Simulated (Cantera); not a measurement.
Charge: 1 mol TEOS, 0.53 mol O3, 1.1 mol H2, held at 252 °C and 1330 Pa.

Method: chemical equilibrium by Gibbs-energy minimisation in Cantera with the NASA 1993 tables (ideal gas, pure condensed phases). Candidate condensed phases: C, C6H6, C7H8, C8H18, H2O, Si, SiC, SiO2; 123 gas species. The feed counts by its element totals alone. Kinetics and transport are ignored.

Base state: CH4 0.410, H2O 0.381, H2 0.176, CO2 0.0320, CO 0.000170 (mole fractions); condensed: C(graphite) + SiO2(α-quartz).

### Question
What changes in the equilibrium state with this change: temperature from 252 °C to 1227 °C?

### Answer
```csv
species,before,after
H2,0.176,0.665
CO,0.000170,0.334
SiO,<1e-9,0.000655
CH4,0.410,1.51e-5
H2O,0.381,5.09e-6
CO2,0.0320,9.89e-7
H,<1e-9,0.000124
"C(graphite), mol",4.44,1.43
"SiO2(α-quartz), mol",1.00,0
"SiC(s), mol",0,0.989
```
